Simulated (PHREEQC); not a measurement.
Solution (93 °C): 0.088 mol CdBr2 per kg of water. Closed to the air; pH follows from the charge balance.

Equilibrium calculation in PHREEQC: ion-association model, phreeqc.dat.

```csv
quantity,before,after
pH,5.23,5.13
ionic strength (mol/kgw),0.106,0.324
```

Question: Name the change that produced these shifts.
(A) temperature from 93 to 5 °C
(B) CdBr2 from 0.088 to 0.0968 mol/kgw
(C) CdBr2 replaced by KBr at the same molality
(D) CdBr2 from 0.088 to 0.44 mol/kgw
(E) diluted 5-fold with water

Answer: D, CdBr2 from 0.088 to 0.44 mol/kgw

This is a speciation only: nothing precipitates in the calculation. Away from 25 °C the constants follow the database's enthalpies or fits; those with neither stay at their 25 °C values.
